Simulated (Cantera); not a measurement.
Mixture: 31.2 % CO, 7.49 % H2, 12.9 % O2, 48.4 % N2, equivalence ratio 1.5, at 500000 Pa, adiabatic and at constant pressure. Ignition delay is the time to a rise of 400 K.

Cantera simulation using GRI-Mech 3.0 (53 species, 325 reactions); the numbers are that mechanism's predictions, not measurements. The hydrogen kinetics of GRI-Mech 3.0 are dated; newer H2 mechanisms differ, most at raised pressure. Where the delays flatten at high temperature, the 400 K rule measures the pace of heat release, not the induction time.

Question: Predict: delay at 1225 K; delay at 1425 K; delay at 1625 K; delay at 1825 K.

Answer: delay at 1225 K: 18.8 µs
delay at 1425 K: 6.73 µs
delay at 1625 K: 4.30 µs
delay at 1825 K: 3.56 µs
